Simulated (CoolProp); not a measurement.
Saturated liquid density (kg/m³) of normal hydrogen: the reference equation beside estimates from Tc = 33.1 K, pc = 1296 kPa, ω = -0.219.

The numbers come from the reference Helmholtz-energy equation of state, Leachman 2009 in CoolProp.

```json
[
 {"T (K)": "24.3", "reference": "65.76", "van der Waals": "52.51", "Redlich-Kwong": "75.59", "Soave-Redlich-Kwong": "69.72", "Peng-Robinson": "78.55"},
 {"T (K)": "25.1", "reference": "64.55", "van der Waals": "51.26", "Redlich-Kwong": "…", "Soave-Redlich-Kwong": "67.66", "Peng-Robinson": "76.22"},
 {"T (K)": "25.9", "reference": "63.25", "van der Waals": "49.94", "Redlich-Kwong": "70.99", "Soave-Redlich-Kwong": "65.50", "Peng-Robinson": "73.76"},
 {"T (K)": "26.7", "reference": "61.86", "van der Waals": "48.54", "Redlich-Kwong": "68.47", "Soave-Redlich-Kwong": "63.22", "Peng-Robinson": "71.15"},
 {"T (K)": "27.5", "reference": "60.35", "van der Waals": "47.05", "Redlich-Kwong": "65.77", "Soave-Redlich-Kwong": "60.80", "Peng-Robinson": "68.38"},
 {"T (K)": "28.3", "reference": "…", "van der Waals": "45.43", "Redlich-Kwong": "62.86", "Soave-Redlich-Kwong": "…", "Peng-Robinson": "…"},
 {"T (K)": "29.1", "reference": "56.88", "van der Waals": "43.68", "Redlich-Kwong": "59.70", "Soave-Redlich-Kwong": "55.43", "Peng-Robinson": "62.19"},
 {"T (K)": "29.9", "reference": "54.82", "van der Waals": "41.73", "Redlich-Kwong": "56.22", "Soave-Redlich-Kwong": "52.39", "Peng-Robinson": "58.66"},
 {"T (K)": "30.7", "reference": "52.41", "van der Waals": "39.52", "Redlich-Kwong": "52.30", "Soave-Redlich-Kwong": "48.99", "Peng-Robinson": "54.70"},
 {"T (K)": "31.5", "reference": "49.44", "van der Waals": "36.92", "Redlich-Kwong": "47.73", "Soave-Redlich-Kwong": "…", "Peng-Robinson": "50.10"},
 {"T (K)": "32.3", "reference": "45.33", "van der Waals": "33.57", "Redlich-Kwong": "…", "Soave-Redlich-Kwong": "…", "Peng-Robinson": "…"}
]
```

Some entries are withheld; supply them.


- 25.1, Redlich-Kwong: 73.36
- 28.3, reference: 58.70
- 28.3, Soave-Redlich-Kwong: 58.22
- 28.3, Peng-Robinson: 65.41
- 31.5, Soave-Redlich-Kwong: 45.04
- 32.3, Redlich-Kwong: 41.97
- 32.3, Soave-Redlich-Kwong: 40.08
- 32.3, Peng-Robinson: 44.31

Absolute difference from the reference over all 11 rows, mean and median: van der Waals 22.8 and 22.6 %, Redlich-Kwong 7.8 and 7.4 %, Soave-Redlich-Kwong 4.7 and 4.4 %, Peng-Robinson 10.7 and 11.4 %.
